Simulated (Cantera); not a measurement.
## Adiabatic ignition

An adiabatic, constant-volume homogeneous reactor starts with CH4 : C2H6 : C3H8 : O2 : N2 : CO2 = 1 : 0.032 : 0.23 : 1.81 : 6.81 : 0.051 (molar parts), equivalence ratio 1.8, at 1148 K and 975 Torr.

Cantera simulation using GRI-Mech 3.0 (53 species, 325 reactions); the numbers are that mechanism's predictions, not measurements. GRI-Mech 3.0 was tuned for natural gas; its chemistry of propane as a main component is partial and can be far from experiment.

```csv
t (s),T (K),P (bar),x CH4,x C2H6,x C3H8,x C2H2,x HCO,x CO,x N2O
3.00e-6,1148,1.30,0.101,0.00322,0.0232,<1e-12,<1e-12,<1e-12,<1e-12
8.46e-6,1148,1.30,0.101,0.00322,0.0232,<1e-12,<1e-12,1.27e-12,<1e-12
2.38e-5,1148,1.30,0.101,0.00322,0.0232,<1e-12,<1e-12,6.61e-12,<1e-12
6.72e-5,1148,1.30,0.101,0.00322,0.0232,<1e-12,<1e-12,6.90e-11,<1e-12
0.000189,1148,1.30,0.101,0.00322,0.0231,1.37e-11,1.12e-12,2.34e-9,1.71e-12
0.000534,1148,1.30,0.101,0.00322,0.0231,5.26e-10,2.60e-11,1.32e-7,9.21e-12
0.00151,1148,1.30,0.101,0.00324,0.0230,1.02e-8,1.46e-10,2.71e-6,3.10e-11
0.00424,1150,1.30,0.101,0.00330,0.0225,1.18e-7,5.70e-10,3.11e-5,1.03e-10
0.0120,1158,1.31,0.0998,0.00351,0.0207,1.73e-6,3.70e-9,0.000429,4.52e-10
0.0337,2670,3.56,3.07e-11,<1e-12,<1e-12,<1e-12,4.78e-7,0.131,4.22e-8
0.0950,2670,3.56,3.07e-11,<1e-12,<1e-12,<1e-12,4.78e-7,0.131,4.22e-8
0.268,2670,3.56,3.07e-11,<1e-12,<1e-12,<1e-12,4.78e-7,0.131,4.22e-8
0.755,2670,3.56,3.07e-11,<1e-12,<1e-12,<1e-12,4.78e-7,0.131,4.22e-8
2.13,2670,3.56,3.07e-11,<1e-12,<1e-12,<1e-12,4.78e-7,0.131,4.22e-8
6.00,2670,3.56,3.07e-11,<1e-12,<1e-12,<1e-12,4.78e-7,0.131,4.22e-8
```
x: mole fraction; the columns are a selection and need not sum to one.

| Quantity | Value |
|---|---|
| time of steepest temperature rise | 20.5 ms |
| temperature at 6.00 s | 2670 K |
| equilibrium temperature | 2670 K |
| x(CH4) at 6.00 s | 3.07e-11 (gas-phase equilibrium 3.46e-11) |
| x(C2H6) at 6.00 s | <1e-12 (gas-phase equilibrium <1e-12) |
| x(C3H8) at 6.00 s | <1e-12 (gas-phase equilibrium <1e-12) |
